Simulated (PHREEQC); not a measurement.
Dissolve 0.0078 mol/kgw Al2(SO4)3, 0.0043 mol/kgw ZnCl2, 0.047 mol/kgw H2SO4 and 0.0042 mol/kgw Na2SO4 at 25 °C. Closed to the air; pH follows from the charge balance.

Equilibrium calculation in PHREEQC: ion-association model, phreeqc.dat.

```
Property                  Value
----------------  -------------
pH                         1.34
ionic strength    0.116 mol/kgw
density             1.004 g/cm³
total alkalinity   -94.0 meq/kg
```

| species | molality | activity | log γ |
|---|---|---|---|
| H+ | 0.0557 | 0.0457 | -0.087 |
| HSO4- | 0.0382 | 0.0295 | -0.112 |
| SO4-2 | 0.0188 | 0.00665 | -0.450 |
| AlSO4+ | 0.0109 | 0.00831 | -0.116 |
| Cl- | 0.00858 | 0.00648 | -0.122 |
| Na+ | 0.00813 | 0.00631 | -0.110 |
| Zn+2 | 0.00263 | 0.000941 | -0.446 |
| Al+3 | 0.00238 | 0.000395 | -0.779 |
| Al(SO4)2- | 0.00228 | 0.00175 | -0.116 |
| ZnSO4 | 0.00143 | 0.00147 | 0.012 |
| NaSO4- | 0.000270 | 0.000210 | -0.108 |

This is a speciation only: nothing precipitates in the calculation.
